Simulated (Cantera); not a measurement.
Charge: 1 mol CuO, 2100 mol H2, at 1302 °C.

Equilibrium computed with Cantera from the NASA thermochemical tables; the gas is ideal and each condensed phase is pure. Candidate condensed phases: Cu, CuO, Cu(OH)2, Cu2O, H2O; 12 gas species. The numbers say what is thermodynamically allowed, not how fast it happens.

Problem. What share of the Cu ends up in condensed phases as a function of P (Pa), at 10, 100, 1000, 10000, 100000, 1000000?

Solution. 
```json
[
 {"P (Pa)": "10", "Cu condensed (%)": "0.0", "as": "-"},
 {"P (Pa)": "100", "Cu condensed (%)": "0.0", "as": "-"},
 {"P (Pa)": "1000", "Cu condensed (%)": "0.0", "as": "-"},
 {"P (Pa)": "10000", "Cu condensed (%)": "42.5", "as": "Cu(l)"},
 {"P (Pa)": "100000", "Cu condensed (%)": "94.3", "as": "Cu(l)"},
 {"P (Pa)": "1000000", "Cu condensed (%)": "99.4", "as": "Cu(l)"}
]
```
